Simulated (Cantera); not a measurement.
A closed system holds: 1 mol SiCl₄, 0.64 mol C₃H₈, 1.8 mol H₂, equilibrated at 13.3 mbar.

Method: chemical equilibrium by Gibbs-energy minimisation in Cantera with the NASA 1993 tables (ideal gas, pure condensed phases). Candidate condensed phases: C, C₆H₆, C₇H₈, C₈H₁₈, Si, SiC; 109 gas species. The tables' values for SiCl, SiCl₃ are old estimates; treat these amounts as uncertain. Gases not in the tables: Si₂H₆ and higher silanes. Equilibrium is a limit: real reactors are often held back by kinetics, nucleation or transport.

log p: log10 of the partial pressure in bar; n: condensed amount in mol.

```json
[
 {"T (K)": "2075", "log p HCl": "-2.22", "log p H₂": "-2.23", "log p SiCl₂": "-3.00", "log p H": "-3.69", "log p Cl": "-3.81", "log p Si": "-5.14", "n C(graphite)": "1.41", "n SiC(s)": "0.504"},
 {"T (K)": "2100", "log p HCl": "-2.22", "log p H₂": "-2.23", "log p SiCl₂": "-2.99", "log p H": "-3.62", "log p Cl": "-3.75", "log p Si": "-4.98", "n C(graphite)": "1.42", "n SiC(s)": "0.487"},
 {"T (K)": "2125", "log p HCl": "-2.23", "log p H₂": "-2.23", "log p SiCl₂": "-2.98", "log p H": "-3.56", "log p Cl": "-3.69", "log p Si": "-4.83", "n C(graphite)": "1.44", "n SiC(s)": "0.470"},
 {"T (K)": "2150", "log p HCl": "-2.24", "log p H₂": "-2.23", "log p SiCl₂": "-2.97", "log p H": "[?]", "log p Cl": "-3.63", "log p Si": "[?]", "n C(graphite)": "1.45", "n SiC(s)": "0.452"},
 {"T (K)": "2175", "log p HCl": "-2.25", "log p H₂": "-2.23", "log p SiCl₂": "-2.97", "log p H": "-3.43", "log p Cl": "-3.58", "log p Si": "-4.54", "n C(graphite)": "1.47", "n SiC(s)": "0.433"},
 {"T (K)": "2200", "log p HCl": "-2.25", "log p H₂": "-2.23", "log p SiCl₂": "-2.96", "log p H": "-3.37", "log p Cl": "-3.53", "log p Si": "-4.40", "n C(graphite)": "1.49", "n SiC(s)": "0.413"},
 {"T (K)": "2225", "log p HCl": "-2.26", "log p H₂": "-2.24", "log p SiCl₂": "-2.95", "log p H": "-3.31", "log p Cl": "-3.47", "log p Si": "-4.27", "n C(graphite)": "1.51", "n SiC(s)": "0.389"},
 {"T (K)": "2250", "log p HCl": "-2.27", "log p H₂": "-2.24", "log p SiCl₂": "-2.95", "log p H": "-3.25", "log p Cl": "-3.42", "log p Si": "-4.13", "n C(graphite)": "1.53", "n SiC(s)": "0.363"},
 {"T (K)": "2275", "log p HCl": "-2.28", "log p H₂": "-2.24", "log p SiCl₂": "-2.95", "log p H": "-3.19", "log p Cl": "-3.38", "log p Si": "-4.00", "n C(graphite)": "1.55", "n SiC(s)": "0.331"},
 {"T (K)": "2300", "log p HCl": "-2.30", "log p H₂": "-2.25", "log p SiCl₂": "-2.95", "log p H": "-3.14", "log p Cl": "-3.33", "log p Si": "[?]", "n C(graphite)": "1.58", "n SiC(s)": "[?]"},
 {"T (K)": "2325", "log p HCl": "-2.31", "log p H₂": "-2.25", "log p SiCl₂": "-2.95", "log p H": "-3.08", "log p Cl": "-3.29", "log p Si": "-3.75", "n C(graphite)": "1.61", "n SiC(s)": "0.245"}
]
```

Q: Fill in the missing entries.

A: 
- 2150, log p H: -3.49
- 2150, log p Si: -4.69
- 2300, log p Si: -3.87
- 2300, n SiC(s): 0.293
